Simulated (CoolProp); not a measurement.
Acetone along the isotherm 170.55 °C: density (kg/m³) from the reference equation and from simpler models built on Tc = 235.0 °C, pc = 4.692 MPa, ω = 0.307; each cubic takes its own stable root.

Model: reference Helmholtz-energy equation of state, Lemmon 2006, in CoolProp. It is a short technical equation, of lower accuracy than the large ones.

```tsv
p (MPa)	phase	reference
0.782	gas	13.94
1.56	gas	33.47
2.35	liquid	586.0
3.13	liquid	590.3
3.91	liquid	594.2
4.69	liquid	598.0
5.47	liquid	601.5
6.26	liquid	604.8
7.04	liquid	608.0
```

### Question
How far does each simpler model (van der Waals, Redlich-Kwong, Soave-Redlich-Kwong) lie from the reference over these 9 states: mean and median of the absolute difference, and the worst?

### Answer
- van der Waals: mean 43.1 %, median 46.0 %, worst -91.3 % at 170.55 °C and 2.35 MPa
- Redlich-Kwong: mean 22.8 %, median 26.9 %, worst -29.5 % at 170.55 °C and 2.35 MPa
- Soave-Redlich-Kwong: mean 19.5 %, median 23.4 %, worst -24.7 % at 170.55 °C and 2.35 MPa

At some of these states van der Waals gives the other phase, because its saturation line lies elsewhere.
